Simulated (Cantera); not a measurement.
A diamond (100) surface in a fixed gas of H2 with x(CH4) = 0.024, x(H) = 0.017, x(CH3) = 0.00014, at 1275 K; coverages are run to steady state.

Computed with Cantera and the Harris–Goodwin 1993 mechanism for the reconstructed diamond (100) surface.

One state of this run: growth (µm/h) = 5.30; θ c6HH = 0.392; θ c6H* = 0.0468; θ c6*H = 0.518; θ c6** = 0.0421; θ c6HM = 0.000559. θ: site fractions in the mechanism's names (c6HH fully hydrogenated, c6H* and c6*H radical sites, c6** diradical, c6HM methylated).

**Question.** Which value of P (Pa) does it belong to?
A) 2400
B) 22000
C) 7200
D) 38000

**Answer.** C, 7200
